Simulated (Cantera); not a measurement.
Mixture: H2 : O2 : N2 = 1 : 0.685 : 4.66 (molar parts), equivalence ratio 0.73, at 750 Torr, adiabatic and at constant pressure. Ignition delay is the time to a rise of 400 K.

Computed with Cantera and the H2/O2 subset of GRI-Mech 3.0, which has no nitrogen chemistry. Where the delays flatten at high temperature, the 400 K rule measures the pace of heat release, not the induction time.

Problem. Predict: delay at 1023 K; delay at 1223 K; delay at 1423 K; delay at 1623 K; delay at 1823 K.

Solution. 
```
Property            Value
---------------  --------
delay at 1023 K  0.302 ms
delay at 1223 K   71.7 µs
delay at 1423 K   45.0 µs
delay at 1623 K   44.3 µs
delay at 1823 K   53.7 µs
```
